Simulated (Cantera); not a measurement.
A closed system holds: 1 mol Fe, a varied amount of H2O, 0.19 mol H2, 0.82 mol Cl2, equilibrated at 1475 °C and 0.0120 bar.

Cantera equilibrium calculation (NASA polynomials, part measured and part estimated; ideal gas, pure solids and liquids). Candidate condensed phases: Fe, FeCl2, FeCl3, FeO, Fe(OH)2, Fe(OH)3, Fe2O3, Fe3O4, H2O; 22 gas species. Mutual solubility and eutectic melting of coexisting phases are not modelled. The tables' stoichiometric FeO is somewhat more stable than real wüstite, so its field is too wide. FeO: taken at fixed stoichiometry. Equilibrium is a limit: real reactors are often held back by kinetics, nucleation or transport.

### Question
At 0.068 mol H2O, list the 7 most abundant gas species with their mole fractions, and the condensed phases.

### Answer
FeCl2 0.645, HCl 0.226, H2 0.0858, H2O 0.0397, Cl 0.00124, Fe 0.00113, H 0.000611. Condensed: Fe(δ) + FeO(l).
